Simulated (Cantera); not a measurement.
Input (Python, Cantera) and output of one run.

```python
import numpy as np
import cantera as ct

gas_names = """
    H HO2 H2 H2O H2O2 O OH O2 O3 Zr ZrO ZrO2
""".split()
cond_names = """
    H2O(s) H2O(L) Zr(a) Zr(b) Zr(L) ZrO2(a) ZrO2(b) ZrO2(L)
""".split()


# ... load() reads the species with a 1 bar reference pressure and builds the phases ...
atoms = {
    'Zr': {'Zr': 1},
    'H2O': {'H': 2, 'O': 1},
}
top_T = {}  # K; cautious upper limits of use, not melting points


# ... equilibrate(T, P, feed) seeds the gas with the atoms and calls Mixture.equilibrate('TP', solver="vcs", rtol=1e-11, max_steps=5000) ...
results = []
feed = {'Zr': 1, 'H2O': 17}  # mol
P = 1500  # Pa
for T in [1273, 1323, 1373, 1423, 1473, 1523, 1573, 1623, 1673, 1723, 1773, 1823, 1873, 1923]:
    mix = equilibrate(T, P, feed)
    results.append((T, P, feed, dict(zip(mix.species_names, mix.species_moles))))

top = {s: max(r[3][s] / sum(r[3][g] for g in gas_names) for r in results) for s in gas_names}
cols = sorted((s for s in top if top[s] > 0.0001), key=lambda s: -top[s])[:7]
seen = [c for c in cond_names if any(r[3].get(c, 0) > 1e-12 for r in results)]
print("log10 of partial pressures in bar; condensed amounts in mol")
print(f"{'T/K':>10s}" + "".join(f"{s[:9]:>10s}" for s in cols + seen))
for T, P, feed, n in results:
    ng = sum(n[g] for g in gas_names)
    print(f"{T:10.4g}" + "".join(f"{np.log10(max(n[s] / ng * P / 1e5, 1e-99)):10.3f}" for s in cols)
          + "".join(f"{n.get(c, 0):10.4g}" for c in seen))
```

Result:

```
log10 of partial pressures in bar; condensed amounts in mol
       T/K       H2O        H2         H        OH   ZrO2(a)   ZrO2(b)
      1273    -1.878    -2.753    -7.524    -8.587         1         0
      1323    -1.878    -2.753    -7.176    -8.141         1         0
      1373    -1.878    -2.753    -6.854    -7.727         1         0
      1423    -1.878    -2.753    -6.554    -7.343         1         0
      1473    -1.878    -2.753    -6.275    -6.984         1         0
      1523    -1.878    -2.753    -6.013    -6.649         0         1
      1573    -1.878    -2.754    -5.768    -6.335         0         1
      1623    -1.878    -2.754    -5.537    -6.040         0         1
      1673    -1.878    -2.754    -5.320    -5.763         0         1
      1723    -1.879    -2.754    -5.116    -5.502         0         1
      1773    -1.879    -2.754    -4.923    -5.255         0         1
      1823    -1.879    -2.755    -4.741    -5.022         0         1
      1873    -1.879    -2.755    -4.568    -4.802         0         1
      1923    -1.880    -2.755    -4.404    -4.594         0         1
```

Method: chemical equilibrium by Gibbs-energy minimisation in Cantera with the NASA 1993 tables (ideal gas, pure condensed phases).
